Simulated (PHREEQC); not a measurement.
Dissolve 160 mmol/kgw MgCl2, 2.3 mmol/kgw Na2SO4 and 0.38 mmol/kgw H4SiO4 at 25 °C. Closed to the air; pH follows from the charge balance.

Computed with PHREEQC (ion-association model, wateq4f.dat).

Question: The ionic strength comes out as 0.481 mol/kgw. What activity coefficients do Na+, SO4-2, NaSO4-, Cl-, Mg+2 get?

Answer: Na+ 0.71, SO4-2 0.21, NaSO4- 0.69, Cl- 0.65, Mg+2 0.29.

No solid was allowed to form. Examples of supersaturated solids here: Quartz (slow to form), Chalcedony (slow to form). Others may be too. Complexes and solids missing from the database can't appear.
